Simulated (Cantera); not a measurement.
Source: NASA polynomial tables (part measured, part estimated), evaluated in Cantera. Values are per mole of reaction as written; species without (g) are pure solids or liquids, kept so even where they would boil at 1 bar.

Q: Between 1223 and 1373 K, where is each reaction favourable under standard conditions?
- 3 F(g) + B ⇌ BF3(g)
- 3 F(g) + BCl3(g) ⇌ 3 Cl(g) + BF3(g)

A: 
- 3 F(g) + B ⇌ BF3(g): ΔG° is -1078 kJ at 1223 K and -1039 kJ at 1373 K; it stays negative (K > 1). ΔH° is -1392 kJ and ΔS° -257 J/K at 1373 K.
- 3 F(g) + BCl3(g) ⇌ 3 Cl(g) + BF3(g): ΔG° is -580 kJ at 1223 K and -577 kJ at 1373 K; it stays negative (K > 1). ΔH° is -611 kJ and ΔS° -25 J/K at 1373 K.
